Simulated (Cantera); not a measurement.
Cantera run:

```python
import numpy as np
import cantera as ct

gas_names = """
    CL CL2 H HCL H2 Si SiCL SiCL2 SiCL3 SiCL4 SiH SiHCL3 SiH2 SiH2CL2 SiH3 SiH3CL SiH4 Si2 Si3
""".split()
cond_names = """
    Si(cr) Si(L)
""".split()


# ... load() reads the species with a 1 bar reference pressure and builds the phases ...
atoms = {
    'SiCl4': {'Si': 1, 'CL': 4},
    'HCl': {'H': 1, 'CL': 1},
    'H2': {'H': 2},
}
top_T = {}  # K; cautious upper limits of use, not melting points


# ... equilibrate(T, P, feed) seeds the gas with the atoms and calls Mixture.equilibrate('TP', solver="vcs", rtol=1e-11, max_steps=5000) ...
results = []
P = 200  # Pa
for T in [923, 1023, 1123, 1223, 1323, 1423, 1523, 1623, 1723]:
    for m in [7.2, 9.6, 13, 17, 23, 32, 42, 57, 77, 100, 140]:
        feed = {'SiCl4': 1, 'HCl': 3.4, 'H2': m}  # mol
        mix = equilibrate(T, P, feed)
        results.append((T, P, feed, dict(zip(mix.species_names, mix.species_moles))))

for T, P, feed, n in results:
    print(f"{T:7g} {feed['H2']:10.4g}  " + (" + ".join(c for c in cond_names if n.get(c, 0) > 1e-12) or "gas only"))
```

Output:

```
    923        7.2  gas only
    923        9.6  gas only
    923         13  gas only
    923         17  gas only
    923         23  gas only
    923         32  gas only
    923         42  gas only
    923         57  gas only
    923         77  gas only
    923        100  gas only
    923        140  gas only
   1023        7.2  gas only
   1023        9.6  gas only
   1023         13  gas only
   1023         17  gas only
   1023         23  gas only
   1023         32  gas only
   1023         42  gas only
   1023         57  gas only
   1023         77  gas only
   1023        100  gas only
   1023        140  Si(cr)
   1123        7.2  gas only
   1123        9.6  gas only
   1123         13  gas only
   1123         17  gas only
   1123         23  gas only
   1123         32  gas only
   1123         42  gas only
   1123         57  gas only
   1123         77  gas only
   1123        100  Si(cr)
   1123        140  Si(cr)
   1223        7.2  gas only
   1223        9.6  gas only
   1223         13  gas only
   1223         17  gas only
   1223         23  gas only
   1223         32  gas only
   1223         42  gas only
   1223         57  gas only
   1223         77  Si(cr)
   1223        100  Si(cr)
   1223        140  Si(cr)
   1323        7.2  gas only
   1323        9.6  gas only
   1323         13  gas only
   1323         17  gas only
   1323         23  gas only
   1323         32  gas only
   1323         42  gas only
   1323         57  gas only
   1323         77  gas only
   1323        100  Si(cr)
   1323        140  Si(cr)
   1423        7.2  gas only
   1423        9.6  gas only
   1423         13  gas only
   1423         17  gas only
   1423         23  gas only
   1423         32  gas only
   1423         42  gas only
   1423         57  gas only
   1423         77  gas only
   1423        100  Si(cr)
   1423        140  Si(cr)
   1523        7.2  gas only
   1523        9.6  gas only
   1523         13  gas only
   1523         17  gas only
   1523         23  gas only
   1523         32  gas only
   1523         42  gas only
   1523         57  gas only
   1523         77  gas only
   1523        100  Si(cr)
   1523        140  Si(cr)
   1623        7.2  gas only
   1623        9.6  gas only
   1623         13  gas only
   1623         17  gas only
   1623         23  gas only
   1623         32  gas only
   1623         42  gas only
   1623         57  gas only
   1623         77  gas only
   1623        100  gas only
   1623        140  Si(cr)
   1723        7.2  gas only
   1723        9.6  gas only
   1723         13  gas only
   1723         17  gas only
   1723         23  gas only
   1723         32  gas only
   1723         42  gas only
   1723         57  gas only
   1723         77  gas only
   1723        100  gas only
   1723        140  Si(L)
```

Method: chemical equilibrium by Gibbs-energy minimisation in Cantera with the NASA 1993 tables (ideal gas, pure condensed phases). The tables' values for SiCl3 are old estimates.
